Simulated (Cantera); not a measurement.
Feed: 1 mol PbO, 95 mol H₂, at 0.00200 bar.

Method: chemical equilibrium by Gibbs-energy minimisation in Cantera with the NASA 1993 tables (ideal gas, pure condensed phases). Candidate condensed phases: H₂O, Pb, PbO, PbO₂, Pb₃O₄; 12 gas species. Rates play no part.

Problem. At 1000 K, list the 3 most abundant gas species with their mole fractions, and the condensed phases.

Solution. H₂ 0.981, H₂O 0.0104, Pb 0.00810. Condensed: Pb(l).
